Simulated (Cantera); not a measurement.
Feed: 1 mol BN, a varied amount of HF, 70 mol N₂, equilibrated at 1302 °C and 0.000160 bar.

Cantera equilibrium calculation (NASA polynomials, part measured and part estimated; ideal gas, pure solids and liquids). Candidate condensed phases: B, BN; 31 gas species. Kinetics and transport are ignored.

**Question.** Which condensed phases are stable at each of these points (n(HF) (mol)): 2, 3.8, 5.6, 7.4, 9.2, 11, 13, 15, 16, 18, 20, 22?

**Answer.** 
```json
[
 {"n(HF) (mol)": "2", "condensed phases": "BN(s)", "B condensed (%)": "11.6"},
 {"n(HF) (mol)": "3.8", "condensed phases": "gas only", "B condensed (%)": "0.0"},
 {"n(HF) (mol)": "5.6", "condensed phases": "gas only", "B condensed (%)": "0.0"},
 {"n(HF) (mol)": "7.4", "condensed phases": "gas only", "B condensed (%)": "0.0"},
 {"n(HF) (mol)": "9.2", "condensed phases": "gas only", "B condensed (%)": "0.0"},
 {"n(HF) (mol)": "11", "condensed phases": "gas only", "B condensed (%)": "0.0"},
 {"n(HF) (mol)": "13", "condensed phases": "gas only", "B condensed (%)": "0.0"},
 {"n(HF) (mol)": "15", "condensed phases": "gas only", "B condensed (%)": "0.0"},
 {"n(HF) (mol)": "16", "condensed phases": "gas only", "B condensed (%)": "0.0"},
 {"n(HF) (mol)": "18", "condensed phases": "gas only", "B condensed (%)": "0.0"},
 {"n(HF) (mol)": "20", "condensed phases": "gas only", "B condensed (%)": "0.0"},
 {"n(HF) (mol)": "22", "condensed phases": "gas only", "B condensed (%)": "0.0"}
]
```

At 2 mol HF the condensed part is BN(s). From 3.8 mol HF to 22 mol HF nothing is condensed.
